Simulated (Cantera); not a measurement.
Charge: 1 mol Si3N4, 0.13 mol N2O, 500 mol H2, at 0.640 Pa.

Method: chemical equilibrium by Gibbs-energy minimisation in Cantera with the NASA 1993 tables (ideal gas, pure condensed phases). Candidate condensed phases: H2O, Si, SiO2, Si2N2O, Si3N4; 35 gas species. Rates play no part. All values below are at 1627 °C.

Base state: H2 0.724, H 0.267, Si 0.00491, N2 0.00365, SiO 0.000223 (mole fractions); condensed: gas only.

Task: What changes in the equilibrium state with this change: pressure from 0.640 Pa to 210 Pa?

Result: 
```
species   before     after
-------  -------  --------
H2         0.724     0.973
H          0.267    0.0171
Si       0.00491   0.00526
N2       0.00365   0.00418
SiH2     1.05e-7   4.97e-5
Si2      9.85e-8   3.71e-5
SiH      9.18e-6  0.000207
```
Gases not in the tables: Si2H6 and higher silanes.
